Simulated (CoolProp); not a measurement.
Vapour-liquid equilibrium of m-xylene (1) + o-xylene (2) at 2.34 bar; x and y are mole fractions of (1).

Values from CoolProp's multi-fluid Helmholtz-energy mixture model, Zhou 2012 and Zhou 2012; pair parameters Bell 2016.

```
x      bubble temperature (K)  y at the bubble point  dew temperature at overall composition x (K)  liquid density (mol/L)
-----  ----------------------  ---------------------  --------------------------------------------  ----------------------
0.05                    451.9                  0.055                                         452.0                   6.911
0.125                   451.5                  0.138                                         451.6                   6.901
0.2                     451.1                  0.219                                         451.2                   6.891
0.275                   450.6                  0.299                                         450.7                   6.880
0.35                    450.1                  0.378                                         450.3                   6.870
0.425                   449.7                  0.455                                         449.9                   6.860
0.5                     449.2                  0.531                                         449.4                   6.849
0.575                   448.8                  0.605                                         449.0                   6.839
0.65                    448.3                  0.677                                         448.5                   6.829
0.725                   447.9                  0.748                                         448.0                   6.818
0.8                     447.5                  0.818                                         447.6                   6.808
0.875                   447.1                  0.887                                         447.1                   6.798
0.95                    446.7                  0.955                                         446.7                   6.788
```

No azeotrope shows between x = 0.05 and 0.95.

Pair parameters are fitted to limited data, so mixtures are less certain than the pure fluids.
